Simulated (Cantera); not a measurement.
A perfectly stirred reactor is fed with C2H6 : N2 = 1 : 46 (molar parts), at 0.0210 bar; it is held at 1900 K, and followed from long to short residence time.

Detailed kinetics in Cantera: GRI-Mech 3.0 (53 species, 325 reactions). GRI-Mech 3.0 stops at C3 and has no aromatics, soot or wall deposition, so with more carbon than oxygen in the feed, carbon stays in small species such as C2H2 where larger ones or solid carbon would form. Radical loss at walls, strong at low pressure, is not modelled.

### Question
What does this change do: temperature 1900 to 1050 K?

### Answer
```tsv
quantity	before	after
x(C2H6) at τ = 0.390 s	5.51e-6	0.0201
x(H2) at τ = 0.390 s	0.0388	0.00113
x(CH3) at τ = 0.390 s	0.000374	4.36e-6
x(CH4) at τ = 0.390 s	0.000816	6.91e-5
x(C2H) at τ = 0.390 s	5.76e-6	<1e-12
x(C2H6) at τ = 41.0 ms	4.98e-5	0.0212
x(H2) at τ = 41.0 ms	0.0358	3.85e-5
x(CH3) at τ = 41.0 ms	0.00118	1.24e-6
x(CH4) at τ = 41.0 ms	0.00201	1.94e-6
x(C2H) at τ = 41.0 ms	6.86e-6	<1e-12
```

### Question
What does this change do: pressure from 0.0210 bar to 0.0133 bar?

### Answer
```
quantity                  before     after
----------------------  --------  --------
x(C2H6) at τ = 0.390 s   5.51e-6   7.82e-6
x(H2) at τ = 0.390 s      0.0388    0.0384
x(CH3) at τ = 0.390 s   0.000374  0.000470
x(CH4) at τ = 0.390 s   0.000816  0.000958
x(C2H) at τ = 0.390 s    5.76e-6   6.12e-6
x(C2H6) at τ = 41.0 ms   4.98e-5   7.02e-5
x(H2) at τ = 41.0 ms      0.0358    0.0349
x(CH3) at τ = 41.0 ms    0.00118   0.00149
x(CH4) at τ = 41.0 ms    0.00201   0.00226
x(C2H) at τ = 41.0 ms    6.86e-6   7.44e-6
```
